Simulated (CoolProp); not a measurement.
Aqueous propylene glycol as a coolant, 27 % by mass, freezing at -10.9 °C, 1 atm.

The numbers come from the Melinder's fits for secondary coolants in CoolProp.

```tsv
T (°C)	cp (kJ/(kg K))	conductivity (W/(m K))	viscosity (mPa s)	Prandtl number
-5.2	3.832	0.437	7.94	69.7
5.4	3.859	0.446	4.74	41.0
15.9	3.886	0.455	3.07	26.2
26.5	3.912	0.464	2.12	17.9
37	3.939	0.473	1.55	12.9
```
